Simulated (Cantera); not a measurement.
Carbon deposition, reforming and gasification: CH4 + NH3 + H2

Input: 1 mol CH4, 0.18 mol NH3, a varied amount of H2, held at 2450 °C and 56300 Torr.

Cantera equilibrium calculation (NASA polynomials, part measured and part estimated; ideal gas, pure solids and liquids). Candidate condensed phases: C, C6H6, C7H8, C8H18; 92 gas species. The ideal-gas law is rough above about 30 bar. Kinetics and transport are ignored.

| n(H2) (mol) | x H2 | x C2H2 (acetylene) | x HCN | x N2 | x CH4 | x H | x HNC | x CH3 | n C(graphite) |
|---|---|---|---|---|---|---|---|---|---|
| 3.3 | 0.937 | 0.0240 | 0.0112 | 0.00952 | 0.00713 | 0.00693 | 0.00165 | 0.000898 | 0.595 |
| 4.1 | 0.940 | 0.0241 | 0.0103 | 0.00805 | 0.00717 | 0.00694 | 0.00152 | 0.000901 | 0.544 |
| 5.1 | 0.942 | 0.0241 | 0.00938 | 0.00670 | 0.00720 | 0.00695 | 0.00139 | 0.000905 | 0.480 |
| 6.4 | 0.944 | 0.0242 | 0.00846 | 0.00543 | 0.00724 | 0.00695 | 0.00125 | 0.000908 | 0.397 |
| 7.9 | 0.946 | 0.0242 | 0.00762 | 0.00440 | 0.00727 | 0.00696 | 0.00113 | 0.000910 | 0.302 |
| 9.9 | 0.948 | 0.0243 | 0.00677 | 0.00346 | 0.00729 | 0.00697 | 0.00100 | 0.000913 | 0.176 |
| 12 | 0.950 | 0.0243 | 0.00607 | 0.00278 | 0.00732 | 0.00697 | 0.000900 | 0.000915 | 0.0453 |
| 15 | 0.955 | 0.0210 | 0.00508 | 0.00226 | 0.00685 | 0.00699 | 0.000753 | 0.000855 | 0 |
x: gas mole fraction; n: condensed amount in mol.

From 3.3 mol H2 to 12 mol H2 the condensed part is C(graphite). At 15 mol H2 nothing is condensed. The main C-bearing gas is C2H2 (acetylene) throughout. The share of C in condensed phases is highest at 3.3 mol H2 (59.5 %) and lowest at 15 mol H2 (0.0 %).
